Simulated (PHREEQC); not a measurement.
Make-up at 25 °C: 6.6e-05 mol/kgw PbCl2 and 0.016 mol/kgw KNO3. Closed to the air; pH follows from the charge balance.

Computed with PHREEQC (ion-association model, phreeqc.dat).

Precipitation was switched off in this run.

Order these Pb species by the share of Pb that they hold, largest first: PbCl+, PbOH+, PbNO3+, Pb+2.

Pb+2 (86 %), PbNO3+ (12 %), PbOH+ (1.4 %), PbCl+ (0.27 %)

The pH is 6.08 and the ionic strength 0.0162 mol/kgw.
